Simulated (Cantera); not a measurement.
# Iron carbonyl, mercury and lead vapours: PbO + N2

Charge: 1 mol PbO, 0.36 mol N2, at 4.00 bar.

These are equilibrium values from Cantera (NASA tables, ideal gas, pure condensed phases), not measurements of a reactor. Candidate condensed phases: Pb, PbO, PbO2, Pb3O4; 12 gas species. Equilibrium is a limit: real reactors are often held back by kinetics, nucleation or transport.

```
T (K)  x N2     x PbO      x Pb  n PbO(red)  n PbO(yellow)
-----  ----  --------  --------  ----------  -------------
573    1.00    <1e-12    <1e-12        1.00              0
623    1.00    <1e-12    <1e-12        1.00              0
673    1.00    <1e-12    <1e-12        1.00              0
723    1.00    <1e-12    <1e-12        1.00              0
773    1.00  4.01e-12  1.27e-12           0           1.00
823    1.00  5.68e-11  1.93e-11           0           1.00
873    1.00  5.89e-10  1.69e-10           0           1.00
923    1.00   4.71e-9   1.18e-9           0           1.00
```
x: gas mole fraction; n: condensed amount in mol.

From 573 K to 723 K the condensed part is PbO(red). From 773 K to 923 K the condensed part is PbO(yellow).
